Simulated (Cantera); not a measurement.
## Carbon deposition, reforming and gasification: C₂H₅OH + CO₂ + H₂

Feed: 1 mol C₂H₅OH, 0.64 mol CO₂, a varied amount of H₂, equilibrated at 2698 K and 0.00650 bar.

Method: chemical equilibrium by Gibbs-energy minimisation in Cantera with the NASA 1993 tables (ideal gas, pure condensed phases). Candidate condensed phases: C, C₆H₆, C₇H₈, C₈H₁₈, H₂O; 110 gas species. Equilibrium is a limit: real reactors are often held back by kinetics, nucleation or transport.

From 2.7 mol H₂ to 5.2 mol H₂ the condensed part is C(graphite). From 7.3 mol H₂ to 74 mol H₂ nothing is condensed. The main C-bearing gas is CO throughout.

```json
[
 {"n(H₂) (mol)": "2.7", "log p H": "-2.57", "log p H₂": "-2.64", "log p CO": "-2.83", "log p C₂H₂ (acetylene)": "-4.27", "log p C₃": "-5.07", "log p C₂H": "-5.18", "log p C": "-5.68", "n C(graphite)": "0.124"},
 {"n(H₂) (mol)": "3.7", "log p H": "-2.56", "log p H₂": "-2.62", "log p CO": "-2.89", "log p C₂H₂ (acetylene)": "-4.25", "log p C₃": "-5.07", "log p C₂H": "-5.17", "log p C": "-5.68", "n C(graphite)": "0.0838"},
 {"n(H₂) (mol)": "5.2", "log p H": "-2.55", "log p H₂": "-2.60", "log p CO": "-2.96", "log p C₂H₂ (acetylene)": "-4.23", "log p C₃": "-5.07", "log p C₂H": "-5.16", "log p C": "-5.68", "n C(graphite)": "0.0228"},
 {"n(H₂) (mol)": "7.3", "log p H": "-2.54", "log p H₂": "-2.58", "log p CO": "-3.04", "log p C₂H₂ (acetylene)": "-4.28", "log p C₃": "-5.16", "log p C₂H": "-5.21", "log p C": "-5.72", "n C(graphite)": "0"},
 {"n(H₂) (mol)": "10", "log p H": "-2.53", "log p H₂": "-2.56", "log p CO": "-3.13", "log p C₂H₂ (acetylene)": "-4.35", "log p C₃": "-5.31", "log p C₂H": "-5.30", "log p C": "-5.76", "n C(graphite)": "0"},
 {"n(H₂) (mol)": "14", "log p H": "-2.52", "log p H₂": "-2.54", "log p CO": "-3.23", "log p C₂H₂ (acetylene)": "-4.45", "log p C₃": "-5.47", "log p C₂H": "-5.40", "log p C": "-5.82", "n C(graphite)": "0"},
 {"n(H₂) (mol)": "20", "log p H": "-2.51", "log p H₂": "-2.53", "log p CO": "-3.35", "log p C₂H₂ (acetylene)": "-4.56", "log p C₃": "-5.66", "log p C₂H": "-5.52", "log p C": "-5.88", "n C(graphite)": "0"},
 {"n(H₂) (mol)": "27", "log p H": "-2.51", "log p H₂": "-2.52", "log p CO": "-3.46", "log p C₂H₂ (acetylene)": "-4.66", "log p C₃": "-5.83", "log p C₂H": "-5.62", "log p C": "-5.94", "n C(graphite)": "0"},
 {"n(H₂) (mol)": "38", "log p H": "-2.50", "log p H₂": "-2.51", "log p CO": "-3.59", "log p C₂H₂ (acetylene)": "-4.78", "log p C₃": "-6.03", "log p C₂H": "-5.75", "log p C": "-6.00", "n C(graphite)": "0"},
 {"n(H₂) (mol)": "53", "log p H": "-2.50", "log p H₂": "-2.50", "log p CO": "-3.72", "log p C₂H₂ (acetylene)": "-4.91", "log p C₃": "-6.23", "log p C₂H": "-5.88", "log p C": "-6.07", "n C(graphite)": "0"},
 {"n(H₂) (mol)": "74", "log p H": "-2.50", "log p H₂": "-2.50", "log p CO": "-3.85", "log p C₂H₂ (acetylene)": "-5.04", "log p C₃": "-6.43", "log p C₂H": "-6.02", "log p C": "-6.14", "n C(graphite)": "0"}
]
```
log p: log10 of the partial pressure in bar; n: condensed amount in mol.
